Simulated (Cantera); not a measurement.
Feed: 1 mol MgCO₃, 0.58 mol H₂S, 0.13 mol O₂, held at 0.100 bar.

Method: chemical equilibrium by Gibbs-energy minimisation in Cantera with the NASA 1993 tables (ideal gas, pure condensed phases). Candidate condensed phases: C, C₆H₆, C₇H₈, C₈H₁₈, H₂O, H₂SO₄, Mg, MgCO₃, MgO, Mg(OH)₂, MgS, MgSO₄, S; 130 gas species. Gases not in the tables: S₃ to S₇. The numbers say what is thermodynamically allowed, not how fast it happens.

x: gas mole fraction; n: condensed amount in mol.

```
T (K)  x CO₂  x H₂S  x H₂O    x S₂      x CO      x H₂    x COS  n MgO(s)
-----  -----  -----  -----  ------  --------  --------  -------  --------
698    0.594  0.195  0.151  0.0464   8.38e-5  0.000204        …      1.00
723    0.586  0.193  0.148  0.0624  0.000152  0.000295        …      1.00
748    0.582  0.191  0.149  0.0691  0.000285  0.000453        …      1.00
773    0.580  0.188  0.151  0.0711  0.000526  0.000699        …      1.00
798    0.579  0.186  0.153  0.0723  0.000936   0.00106        …      1.00
823    0.577  0.183  0.155  0.0735   0.00160   0.00155        …      1.00
848    0.575  0.180  0.157  0.0747   0.00263   0.00222        …      1.00
873    0.572  0.176  0.159  0.0761   0.00417   0.00310        …      1.00
898    0.568  0.172  0.162  0.0778   0.00634   0.00420  0.00826      1.00
923    0.563  0.166  0.165  0.0798   0.00928   0.00556  0.00881      1.00
948    0.557  0.160  0.169  0.0823    0.0131   0.00717  0.00924      1.00
973    0.550  0.153  0.173  0.0852    0.0178   0.00902  0.00951      1.00
998    0.542  0.145  0.178  0.0884    0.0233    0.0111  0.00961      1.00
```

Some entries are withheld; supply them.


- 698, x COS: 0.00280
- 723, x COS: 0.00341
- 748, x COS: 0.00404
- 773, x COS: 0.00471
- 798, x COS: 0.00541
- 823, x COS: 0.00615
- 848, x COS: 0.00689
- 873, x COS: 0.00760
